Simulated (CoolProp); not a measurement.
Vapour-liquid equilibrium of R143a (1) + R152A (2) at -69.35 °C; x and y are mole fractions of (1).

Model: multi-fluid Helmholtz-energy mixture model, Lemmon and Jacobsen 2000 and Outcalt 1996; pair parameters Bell 2016, in CoolProp.

```json
[
 {"x": "0.05", "bubble pressure, mixture model (MPa)": "0.009722", "bubble pressure, Raoult's law (MPa)": "0.009165", "y, mixture model": "0.215", "y, Raoult's law": "0.170"},
 {"x": "0.15", "bubble pressure, mixture model (MPa)": "(withheld)", "bubble pressure, Raoult's law (MPa)": "0.01148", "y, mixture model": "0.460", "y, Raoult's law": "0.407"},
 {"x": "0.25", "bubble pressure, mixture model (MPa)": "0.01544", "bubble pressure, Raoult's law (MPa)": "0.01379", "y, mixture model": "(withheld)", "y, Raoult's law": "0.564"},
 {"x": "0.35", "bubble pressure, mixture model (MPa)": "0.01784", "bubble pressure, Raoult's law (MPa)": "0.01609", "y, mixture model": "0.692", "y, Raoult's law": "0.676"},
 {"x": "0.45", "bubble pressure, mixture model (MPa)": "(withheld)", "bubble pressure, Raoult's law (MPa)": "0.01840", "y, mixture model": "0.761", "y, Raoult's law": "0.761"},
 {"x": "0.55", "bubble pressure, mixture model (MPa)": "(withheld)", "bubble pressure, Raoult's law (MPa)": "0.02071", "y, mixture model": "0.817", "y, Raoult's law": "0.826"},
 {"x": "0.65", "bubble pressure, mixture model (MPa)": "0.02414", "bubble pressure, Raoult's law (MPa)": "0.02302", "y, mixture model": "0.864", "y, Raoult's law": "0.878"},
 {"x": "0.75", "bubble pressure, mixture model (MPa)": "0.02612", "bubble pressure, Raoult's law (MPa)": "0.02533", "y, mixture model": "(withheld)", "y, Raoult's law": "0.921"},
 {"x": "0.85", "bubble pressure, mixture model (MPa)": "0.02809", "bubble pressure, Raoult's law (MPa)": "0.02764", "y, mixture model": "0.945", "y, Raoult's law": "0.957"},
 {"x": "0.95", "bubble pressure, mixture model (MPa)": "0.03009", "bubble pressure, Raoult's law (MPa)": "0.02995", "y, mixture model": "0.982", "y, Raoult's law": "0.987"}
]
```

**Question.** Fill in the missing entries.

**Answer.** 
- 0.15, bubble pressure, mixture model (MPa): 0.01277
- 0.25, y, mixture model: 0.599
- 0.45, bubble pressure, mixture model (MPa): 0.02005
- 0.55, bubble pressure, mixture model (MPa): 0.02213
- 0.75, y, mixture model: 0.906

The largest gap from Raoult's law is +12.0 % in bubble pressure, at x = 0.25. No azeotrope shows between x = 0.05 and 0.95.

Pair parameters are fitted to limited data, so mixtures are less certain than the pure fluids.
